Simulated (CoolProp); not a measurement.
1,2-dichloroethane along the isobar 32 bar: Z from the reference equation and from simpler models built on Tc = 561.6 K, pc = 52.26 bar, ω = 0.269; each cubic takes its own stable root.

Values from CoolProp's reference Helmholtz-energy equation of state, Thol 2015.

```tsv
T (K)	phase	reference	van der Waals	Redlich-Kwong	Soave-Redlich-Kwong	Peng-Robinson
367.8	liquid	(withheld)	0.1554	0.1070	0.1033	0.09146
382.5	liquid	(withheld)	0.1524	0.1053	0.1015	(withheld)
397.2	liquid	0.08757	0.1499	0.1041	0.1001	0.08847
411.9	liquid	0.08650	0.1480	0.1033	0.09901	0.08749
426.6	liquid	0.08570	0.1465	0.1028	0.09838	0.08689
441.2	liquid	0.08518	0.1457	0.1029	(withheld)	0.08670
455.9	liquid	0.08498	0.1456	0.1035	0.09856	0.08699
470.6	liquid	0.08514	0.1464	0.1047	0.09957	0.08787
485.3	liquid	0.08575	0.1485	0.1070	0.1015	0.08955
500	liquid	0.08699	0.6522	0.1107	0.1047	0.09241
```

Task: Fill in the missing entries.

Result: 
- 367.8, reference: 0.09052
- 382.5, reference: 0.08891
- 382.5, Peng-Robinson: 0.08980
- 441.2, Soave-Redlich-Kwong: 0.09821

At some of these states van der Waals gives the other phase, because its saturation line lies elsewhere.
